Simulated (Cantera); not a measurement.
Charge: 1 mol SiCl4, 2.1 mol Cl2, 11 mol H2, held at 973.15 K and 0.740 bar.

These are equilibrium values from Cantera (NASA tables, ideal gas, pure condensed phases), not measurements of a reactor. Candidate condensed phases: Si; 19 gas species. The tables' values for SiCl3 are old estimates; treat these amounts as uncertain. The numbers say what is thermodynamically allowed, not how fast it happens.

### Question
What is the equilibrium state?

### Answer
```
Property                             Result
--------------------------------  ---------
x(H2)                                 0.630
x(HCl)                                0.299
x(SiCl4)                             0.0701
x(SiHCl3)                          0.000832
x(SiCl3)                            1.49e-5
x(SiH2Cl2)                          1.03e-6
gas amount                        14.10 mol
log10 activity of Si(s) (absent)      -6.40
```
